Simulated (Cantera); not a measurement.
Mixture: CH₄ : CO : O₂ : N₂ : H₂O = 1 : 0.061 : 4.83 : 18.2 : 6.4 (molar parts), at 3750 Torr, adiabatic and at constant pressure. Ignition delay is the time to a rise of 400 K.

Detailed kinetics in Cantera: GRI-Mech 3.0 (53 species, 325 reactions).

Predict: delay at 1225 K; delay at 1300 K; delay at 1375 K; delay at 1450 K; delay at 1525 K; delay at 1600 K; apparent activation energy between 1450 and 1600 K.


```
Item                                                    Result
--------------------------------------------------  ----------
delay at 1225 K                                        6.28 ms
delay at 1300 K                                        2.64 ms
delay at 1375 K                                        1.18 ms
delay at 1450 K                                       0.550 ms
delay at 1525 K                                       0.266 ms
delay at 1600 K                                       0.135 ms
apparent activation energy between 1450 and 1600 K  180 kJ/mol
```
